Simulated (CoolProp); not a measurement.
Computed with CoolProp (reference Helmholtz-energy equation of state, Thol 2019).

For tetradecamethylhexasiloxane (MD4M), give the phase and the density (kg/m³), cv (kJ/(kg K)), Joule-Thomson coefficient (K/MPa), isothermal compressibility (1/MPa) at 619.8 K and 110 kPa; 619.8 K and 179 kPa; 619.8 K and 8290 kPa.


- 619.8 K and 110 kPa: gas; density 10.5, cv 2.07, Joule-Thomson coefficient 14.4, isothermal compressibility 9.79
- 619.8 K and 179 kPa: gas; density 18.0, cv 2.08, Joule-Thomson coefficient 15.6, isothermal compressibility 6.37
- 619.8 K and 8290 kPa: liquid; density 613, cv 2.11, Joule-Thomson coefficient -0.0944, isothermal compressibility 0.0117
